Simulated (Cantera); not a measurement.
# Equilibrium for silicon etching in halogen gases: Si + NF₃

Feed: 1 mol Si, 6.3 mol NF₃, equilibrated at 345 Torr.

Method: chemical equilibrium by Gibbs-energy minimisation in Cantera with the NASA 1993 tables (ideal gas, pure condensed phases). Candidate condensed phases: Si, Si₃N₄; 16 gas species. Kinetics and transport are ignored.

```csv
T (°C),x F,x F₂,x N₂,x SiF₄,x NF₃
852,0.279,0.409,0.233,0.0745,0.00425
877,0.323,0.374,0.227,0.0725,0.00273
902,0.369,0.338,0.221,0.0704,0.00173
927,0.415,0.300,0.215,0.0684,0.00109
952,0.461,0.263,0.209,0.0664,0.000682
977,0.505,0.228,0.203,0.0645,0.000421
1002,0.545,0.194,0.197,0.0627,0.000258
1027,0.582,0.164,0.192,0.0611,0.000157
1052,0.615,0.137,0.188,0.0597,9.49e-5
1077,0.644,0.113,0.184,0.0585,5.72e-5
1102,0.669,0.0933,0.181,0.0574,3.45e-5
1127,0.689,0.0764,0.178,0.0565,2.09e-5
1152,0.706,0.0624,0.176,0.0558,1.27e-5
1177,0.720,0.0509,0.174,0.0552,7.73e-6
```
x: gas mole fraction; nothing condenses.

From 852 °C to 1177 °C nothing is condensed. The main Si-bearing gas is SiF₄ throughout.
